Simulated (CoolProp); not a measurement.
The numbers come from the reference Helmholtz-energy equation of state, Schmidt 1985 in CoolProp.

**Question.** Give the vapour pressure (kPa), liquid density (kg/m³), enthalpy of vaporisation (kJ/kg), vapour Z of saturated oxygen at 96.3, 113.6 K.

**Answer.** 
```
T (K)  p (kPa)  liquid density (kg/m³)  enthalpy of vaporisation (kJ/kg)  vapour Z
-----  -------  ----------------------  --------------------------------  --------
96.3       184                    1110                               207     0.951
113.6      691                    1010                               184     0.874
```
